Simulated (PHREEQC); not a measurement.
Dissolve 0.0012 mol NaF, 0.037 mol NaBF4 and 0.0012 mol Na2B4O7 per kg of water at 25 °C. Closed to the air; pH follows from the charge balance.

The numbers come from PHREEQC with the ion-association model, phreeqc.dat.

| quantity | before | after |
|---|---|---|
| pH | 3.20 | 3.12 |
| BF4- (mol/kgw) | 0.0319 | 0.0153 |
| H3BO3 (mol/kgw) | 0.00456 | 0.00296 |
| F- (mol/kgw) | 0.00399 | 0.00314 |

### Question
What was changed between the two runs?
A) diluted 100-fold with water
B) temperature from 25 to 85 °C
C) NaF from 0.0012 to 0.0018 mol/kgw
D) NaF from 0.0012 to 0.00108 mol/kgw
E) diluted 2-fold with water

### Answer
E, diluted 2-fold with water

No solid was allowed to form. Real BF4- forms and hydrolyses slowly; the run takes it at equilibrium.
